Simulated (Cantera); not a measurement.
An isothermal, constant-pressure homogeneous reactor starts with NO : N2 = 1 : 1.3 (molar parts), at 1900 K and 1.18 atm. Integrator tolerance rtol = 1e-08.

Computed with Cantera and GRI-Mech 3.0 (53 species, 325 reactions).

### Question
What does this change do: N2 1.3 to 0.27 parts?

### Answer
```
quantity                                             before                                      after
----------------  -----------------------------------------  -----------------------------------------
x(NO) at 3.00 s       0.110 (gas-phase equilibrium 0.00579)      0.119 (gas-phase equilibrium 0.00686)
x(N2O) at 3.00 s    5.46e-6 (gas-phase equilibrium 3.58e-7)    6.12e-6 (gas-phase equilibrium 3.73e-7)
x(O2) at 3.00 s         0.162 (gas-phase equilibrium 0.214)        0.334 (gas-phase equilibrium 0.390)
x(O) at 3.00 s    0.000111 (gas-phase equilibrium 0.000127)  0.000159 (gas-phase equilibrium 0.000171)
x(N2) at 3.00 s         0.727 (gas-phase equilibrium 0.780)        0.547 (gas-phase equilibrium 0.603)
x(NO2) at 3.00 s   0.000219 (gas-phase equilibrium 1.32e-5)   0.000338 (gas-phase equilibrium 2.11e-5)
```

### Question
What does this change do: pressure from 1.18 atm to 1.88 atm?

### Answer
| quantity | before | after |
|---|---|---|
| x(NO) at 3.00 s | 0.110 (gas-phase equilibrium 0.00579) | 0.0738 (gas-phase equilibrium 0.00579) |
| x(N2O) at 3.00 s | 5.46e-6 (gas-phase equilibrium 3.58e-7) | 2.80e-6 (gas-phase equilibrium 4.50e-7) |
| x(O2) at 3.00 s | 0.162 (gas-phase equilibrium 0.214) | 0.180 (gas-phase equilibrium 0.214) |
| x(O) at 3.00 s | 0.000111 (gas-phase equilibrium 0.000127) | 9.28e-5 (gas-phase equilibrium 0.000101) |
| x(N2) at 3.00 s | 0.727 (gas-phase equilibrium 0.780) | 0.746 (gas-phase equilibrium 0.780) |
| x(NO2) at 3.00 s | 0.000219 (gas-phase equilibrium 1.32e-5) | 0.000194 (gas-phase equilibrium 1.66e-5) |
